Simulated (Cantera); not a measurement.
What does this Cantera script print?

```python
import numpy as np
import cantera as ct

gas = ct.Solution("gri30.yaml")
gas.TPX = 1675, 1333, {'NO': 1, 'N2': 0.12}
inlet = ct.Reservoir(gas, clone=True)

reactor = ct.IdealGasConstPressureReactor(gas, energy="off", clone=False)
exhaust = ct.Reservoir(gas, clone=True)
tau = [30, 7.7, 2, 0.51, 0.13, 0.034, 0.0088, 0.0023, 0.00059][0]
for a, b in ((inlet, reactor), (reactor, exhaust)):
    ct.MassFlowController(a, b, mdot=lambda t: reactor.mass / tau)
net = ct.ReactorNet([reactor])
show = ['NO', 'N2O', 'O', 'O2', 'NO2', 'N2']

rows = []
print(f"{'tau/s':>10s}{'T/K':>9s}" + "".join(f"{s:>11s}" for s in show))
for tau in [30, 7.7, 2, 0.51, 0.13, 0.034, 0.0088, 0.0023, 0.00059]:
    net.initial_time = 0.0
    net.advance(30 * tau)
    before = gas.X
    net.advance(40 * tau)
    drift = np.max(np.abs(gas.X - before) / (gas.X + 1e-9))
    rows.append([gas.T, *gas[show].X, drift])
    print(f"{tau:10.3e}{gas.T:9.1f}" + "".join(f"{x:11.3e}" for x in gas[show].X))
```

It prints:

```
     tau/s      T/K         NO        N2O          O         O2        NO2         N2
 3.000e+01   1675.0  8.453e-01  2.188e-04  6.463e-05  2.360e-02  9.779e-05  1.307e-01
 7.700e+00   1675.0  8.803e-01  2.395e-04  4.874e-05  6.137e-03  5.842e-05  1.132e-01
 2.000e+00   1675.0  8.896e-01  2.213e-04  4.173e-05  1.494e-03  4.277e-05  1.086e-01
 5.100e-01   1675.0  8.921e-01  1.559e-04  3.573e-05  3.054e-04  3.474e-05  1.074e-01
 1.300e-01   1675.0  8.927e-01  7.100e-05  2.713e-05  4.408e-05  2.368e-05  1.072e-01
 3.400e-02   1675.0  8.928e-01  2.305e-05  1.523e-05  3.209e-06  8.286e-06  1.071e-01
 8.800e-03   1675.0  8.928e-01  6.352e-06  5.506e-06  1.569e-07  1.081e-06  1.071e-01
 2.300e-03   1675.0  8.929e-01  1.687e-06  1.617e-06  1.048e-08  8.958e-08  1.071e-01
 5.900e-04   1675.0  8.929e-01  4.347e-07  4.297e-07  7.043e-10  6.218e-09  1.071e-01
```

Cantera simulation using GRI-Mech 3.0 (53 species, 325 reactions); the numbers are that mechanism's predictions, not measurements. Radical loss at walls, strong at low pressure, is not modelled.
